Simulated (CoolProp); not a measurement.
Vapour-liquid equilibrium of carbon dioxide (1) + C2F6 (R116) (2) at 0.891 MPa; x and y are mole fractions of (1).

Values from CoolProp's multi-fluid Helmholtz-energy mixture model, Span 1996 and Lemmon 2006; pair parameters Bell 2016.

### Question
Give the bubble temperature and the first vapour's composition at x = 0.05, 0.45, 0.55. Is there an azeotrope?

### Answer
x = 0.05: 244.3 K, y = 0.131; x = 0.45: 228.1 K, y = 0.647; x = 0.55: 227.1 K, y = 0.687. y crosses x between x = 0.75 and 0.85: the model has an azeotrope there.

The pair parameters rest on a limited set of measurements; away from them the model extrapolates.
